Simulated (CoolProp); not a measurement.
A single-stage vapour-compression cycle with ammonia: evaporating at 232.15 K (dew point), condensing at 299.15 K (bubble point), superheat 10 K, subcooling 5 K, compressor efficiency 0.75, no pressure losses. Each further row changes one setting.

Values from CoolProp's reference Helmholtz-energy equation of state, Gao 2020.

| case | cooling COP | pressure ratio | discharge temperature (K) | refrigerating effect (kJ/kg) | volumetric capacity (kJ/m³) |
|---|---|---|---|---|---|
| as stated | 1.93 | 15.2 | 507.1 | 1130 | 660 |
| evaporating temperature 237.15 K | 2.19 | 11.7 | [?] | [?] | [?] |
| condensing temperature 294.15 K | 2.13 | 13.0 | [?] | 1150 | 674 |
| subcooling 10 K | [?] | 15.2 | 507.1 | 1150 | 674 |
| superheat 20 K | 1.89 | 15.2 | 525.3 | 1150 | [?] |
| compressor efficiency 0.65 | [?] | 15.2 | 542.3 | 1130 | 660 |

### Question
What belongs in the gaps?

### Answer

- evaporating temperature 237.15 K, discharge temperature (K): 484.4
- evaporating temperature 237.15 K, refrigerating effect (kJ/kg): 1140
- evaporating temperature 237.15 K, volumetric capacity (kJ/m³): 852
- condensing temperature 294.15 K, discharge temperature (K): 489.0
- subcooling 10 K, cooling COP: 1.97
- superheat 20 K, volumetric capacity (kJ/m³): 644
- compressor efficiency 0.65, cooling COP: 1.67
